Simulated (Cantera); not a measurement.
## Formation from one mole of N₂

Source: NASA polynomial tables (part measured, part estimated), evaluated in Cantera. Values are per mole of reaction as written; species without (g) are pure solids or liquids, kept so even where they would boil at 1 bar.

4 Cr + N₂(g) → 2 Cr₂N

```
T (K)  ΔH° (kJ)  ΔS° (J/K)  ΔG° (kJ)  log10 K
-----  --------  ---------  --------  -------
1248     -233.5     -130.9     -70.0     2.93
1298     -232.7     -130.3     -63.5     2.56
1348     -231.9     -129.8     -57.0     2.21
1398     -231.3     -129.3     -50.5     1.89
1448     -230.7     -128.9     -44.1     1.59
1498     -230.2     -128.6     -37.6     1.31
1548     -229.8     -128.3     -31.2     1.05
1598     -229.5     -128.1     -24.8     0.81
1648     -229.2     -127.9     -18.4     0.58
```

3 H₂(g) + N₂(g) → 2 NH₃(g)

```tsv
T (K)	ΔH° (kJ)	ΔS° (J/K)	ΔG° (kJ)	log10 K
1248	-112.2	-235.8	182.2	-7.62
1298	-112.4	-236.0	194.0	-7.81
1348	-112.5	-236.1	205.8	-7.97
1398	-112.7	-236.2	217.6	-8.13
1448	-112.7	-236.3	229.4	-8.28
1498	-112.8	-236.3	241.2	-8.41
1548	-112.8	-236.3	253.0	-8.54
1598	-112.7	-236.3	264.8	-8.66
1648	-112.6	-236.2	276.7	-8.77
```
